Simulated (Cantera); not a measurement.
An isothermal plug-flow reactor at 925 K and 500000 Pa (inlet), inlet velocity 0.41 m/s, active area per volume 360 1/m; feed H2 : O2 : N2 = 0.0052 : 0.075 : 0.79 (molar parts).

Detailed kinetics in Cantera: Deutschmann's 1995 Pt surface mechanism with GRI-Mech 3.0 gas chemistry. Catalytic surfaces can have several steady states; this one follows from the mechanism file's or the stated starting coverage. Mass transfer to the wall is taken as infinitely fast.

What does this change do: temperature 925 to 450 K?


| quantity | before | after |
|---|---|---|
| x(H2) at z = 0.0034 m | 7.57e-7 | 0.000709 |
| x(O2) at z = 0.0034 m | 0.0834 | 0.0838 |
| x(H2O) at z = 0.0034 m | 0.00599 | 0.00528 |
| θ(free Pt) at the exit | 0.0761 | 0.0116 |
| θ(O*) at the exit | 0.921 | 0.943 |
| θ(OH*) at the exit | 0.00274 | 0.0454 |

What does this change do: temperature 925 to 475 K?


```
quantity                 before     after
----------------------  -------  --------
x(H2) at z = 0.0034 m   7.57e-7  0.000671
x(O2) at z = 0.0034 m    0.0834    0.0838
x(H2O) at z = 0.0034 m  0.00599   0.00532
θ(free Pt) at the exit   0.0761    0.0114
θ(O*) at the exit         0.921     0.957
θ(OH*) at the exit      0.00274    0.0312
```
